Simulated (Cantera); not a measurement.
Gas-phase reforming

A perfectly stirred reactor is fed with CH4 : H2O = 1 : 2.8 (molar parts), at 1.01 bar; it is held at 1898 K, and followed from long to short residence time.

Cantera simulation using GRI-Mech 3.0 (53 species, 325 reactions); the numbers are that mechanism's predictions, not measurements.

```json
[
 {"τ (s)": "6.2", "x CH4": "0.00118", "x H2O": "0.293", "x CH2O": "1.65e-7", "x H2": "0.534", "x CO": "0.152"},
 {"τ (s)": "1.8", "x CH4": "0.00310", "x H2O": "0.297", "x CH2O": "3.91e-7", "x H2": "0.529", "x CO": "0.149"},
 {"τ (s)": "0.52", "x CH4": "0.00699", "x H2O": "0.311", "x CH2O": "9.07e-7", "x H2": "0.516", "x CO": "0.142"},
 {"τ (s)": "0.15", "x CH4": "0.0137", "x H2O": "0.343", "x CH2O": "2.09e-6", "x H2": "0.487", "x CO": "0.123"},
 {"τ (s)": "0.044", "x CH4": "0.0239", "x H2O": "0.402", "x CH2O": "4.90e-6", "x H2": "0.434", "x CO": "0.0917"},
 {"τ (s)": "0.013", "x CH4": "0.0390", "x H2O": "0.481", "x CH2O": "1.14e-5", "x H2": "0.362", "x CO": "0.0550"},
 {"τ (s)": "0.0037", "x CH4": "0.0636", "x H2O": "0.561", "x CH2O": "2.59e-5", "x H2": "0.282", "x CO": "0.0263"},
 {"τ (s)": "0.0011", "x CH4": "0.101", "x H2O": "0.622", "x CH2O": "5.22e-5", "x H2": "0.205", "x CO": "0.0113"}
]
```
x: mole fraction; the columns are a selection and need not sum to one.
